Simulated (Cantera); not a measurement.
An isothermal, constant-pressure homogeneous reactor starts with 8.33 % NH₃, 91.7 % N₂, at 1875 K and 20.0 Torr.

Computed with Cantera and the gas-phase N/H chemistry of the illustrative SiF4/NH3 mechanism in the Surface Chemkin manual (1991). Walls and surfaces, which speed up NH3 decomposition in real reactors, are not modelled.

Problem. Predict: x(NH₃) at 30.0 s; x(N₂) at 30.0 s; x(NH₂) at 30.0 s; x(H₂) at 30.0 s; x(N) at 30.0 s; x(H) at 30.0 s.

Solution. 
- x(NH₃) at 30.0 s = 2.60e-5 (gas-phase equilibrium 2.43e-8)
- x(N₂) at 30.0 s = 0.884 (gas-phase equilibrium 0.884)
- x(NH₂) at 30.0 s = 5.52e-7 (gas-phase equilibrium 8.03e-10)
- x(H₂) at 30.0 s = 0.115 (gas-phase equilibrium 0.115)
- x(N) at 30.0 s = 2.14e-7 (gas-phase equilibrium 7.56e-10)
- x(H) at 30.0 s = 0.000880 (gas-phase equilibrium 0.00137)
